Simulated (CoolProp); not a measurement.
A single-stage vapour-compression cycle with the fluid: evaporating at 304.15 K (dew point), condensing at 344.15 K (bubble point), superheat 2 K, subcooling 0 K, compressor efficiency 0.6, no pressure losses. The same conditions are run with several fluids, on thermodynamics alone (safety and materials aside).

Values from CoolProp's reference Helmholtz-energy equation of state of each fluid (tetrahydrofuran: Fiedler 2023; R114: Platzer 1990; R236EA: Rui 2013; n-pentane: Thol 2019; isobutane: Bücker 2006; isohexane: Lemmon 2006). The equations of Platzer and Polt are older, rougher fits.

```tsv
fluid	cooling COP	pressure ratio	discharge temperature (K)	refrigerating effect (kJ/kg)	volumetric capacity (kJ/m³)
tetrahydrofuran	4.11	___	___	371	297
R114	3.53	2.93	347.4	85.5	1610
R236EA	3.50	3.18	347.3	102	1670
n-pentane	3.79	3.43	___	267	___
isobutane	3.50	2.67	351.1	___	2350
isohexane	3.79	3.92	346.0	252	___
```

Question: Some entries are withheld; supply them.

Answer: 
- tetrahydrofuran, pressure ratio: 4.26
- tetrahydrofuran, discharge temperature (K): 380.0
- n-pentane, discharge temperature (K): 349.5
- n-pentane, volumetric capacity (kJ/m³): 669
- isobutane, refrigerating effect (kJ/kg): 221
- isohexane, volumetric capacity (kJ/m³): 314
